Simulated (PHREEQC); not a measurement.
Model water analysis in mg/L, 20 °C, pH 3.53, pe 11.1:

```json
[
 {"constituent": "Na", "mg/L": "141"},
 {"constituent": "K", "mg/L": "2.75"},
 {"constituent": "Ca", "mg/L": "919"},
 {"constituent": "Mg", "mg/L": "25"},
 {"constituent": "Cl", "mg/L": "292"},
 {"constituent": "S(6) as SO4", "mg/L": "2350"},
 {"constituent": "Zn", "mg/L": "13.4"},
 {"constituent": "Mn(2)", "mg/L": "1.45"},
 {"constituent": "N(5) as NO3", "mg/L": "1.13"}
]
```

Cl is adjusted to close the charge balance.
Valence states are taken as typed.

All values are PHREEQC results (ion-association model, phreeqc.dat), not measurements.

Question: The ionic strength comes out as 0.0711 mol/kgw. What activity coefficients do Mn+2, Zn+2, Na+, NO3-, H+ get?

Answer: Mn+2 0.44, Zn+2 0.42, Na+ 0.81, NO3- 0.78, H+ 0.84.

Precipitation was switched off in this run. Examples of supersaturated solids here: Gypsum. Others may be too.
